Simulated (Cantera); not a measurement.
An isothermal, constant-pressure homogeneous reactor starts with NH₃ : N₂ = 1 : 3.9 (molar parts), at 1700 K and 0.0267 bar.

Computed with Cantera and the gas-phase N/H chemistry of the illustrative SiF4/NH3 mechanism in the Surface Chemkin manual (1991). Walls and surfaces, which speed up NH3 decomposition in real reactors, are not modelled.

x: mole fraction; the columns are a selection and need not sum to one.

| t (s) | x NH₃ | x NH | x N₂ | x NH₂ | x N₂H₄ | x N₂H₂ |
|---|---|---|---|---|---|---|
| 0.000100 | 0.204 | <1e-12 | 0.796 | ___ | <1e-12 | <1e-12 |
| 0.000501 | 0.204 | 3.46e-11 | 0.796 | ___ | <1e-12 | 1.23e-11 |
| 0.00251 | 0.204 | 1.61e-9 | 0.796 | ___ | 8.01e-12 | 5.24e-10 |
| 0.0126 | 0.204 | 5.62e-8 | 0.796 | ___ | 2.05e-10 | 1.66e-8 |
| 0.0632 | 0.204 | 6.04e-7 | 0.796 | ___ | 4.44e-9 | 4.28e-7 |
| 0.317 | 0.200 | 1.42e-6 | 0.795 | ___ | 8.80e-9 | 9.99e-7 |
| 1.59 | 0.182 | 1.95e-6 | 0.790 | ___ | 5.45e-9 | 7.96e-7 |
| 7.98 | 0.122 | 1.78e-6 | 0.776 | ___ | 2.36e-9 | 3.98e-7 |
| 40.0 | 0.0321 | 9.39e-7 | 0.754 | ___ | 2.94e-10 | 5.92e-8 |

Question: Complete the blanks.

Answer: 
- 0.000100, x NH₂: 2.24e-7
- 0.000501, x NH₂: 1.20e-6
- 0.00251, x NH₂: 6.08e-6
- 0.0126, x NH₂: 3.05e-5
- 0.0632, x NH₂: 0.000141
- 0.317, x NH₂: 0.000199
- 1.59, x NH₂: 0.000157
- 7.98, x NH₂: 0.000103
- 40.0, x NH₂: 3.65e-5
